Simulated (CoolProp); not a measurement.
A closed Brayton cycle with carbon dioxide: compressor inlet 305.15 K and 8.8 MPa, high pressure 21.5 MPa, turbine inlet 695 K, compressor efficiency 0.8, turbine efficiency 0.93, recuperator effectiveness 0 (on enthalpy, no pinch check). Each further row changes one setting.

Values from CoolProp's reference Helmholtz-energy equation of state, Span 1996.

```
case                           thermal efficiency (%)  net work (kJ/kg)  compressor to turbine work  compressor exit (K)  turbine exit (K)
-----------------------------  ----------------------  ----------------  --------------------------  -------------------  ----------------
as stated                                        13.9              78.8                        0.21                327.2             594.8
turbine inlet 645 K                              13.8              69.8                        0.23                327.2             548.7
compressor inlet 315.15 K                        14.2              65.5                        0.34                370.9             594.8
high pressure 18.3 MPa                           11.6              67.2                        0.19                322.5             612.6
recuperator effectiveness 0.5                    19.9              78.8                        0.21                327.2             594.8
```
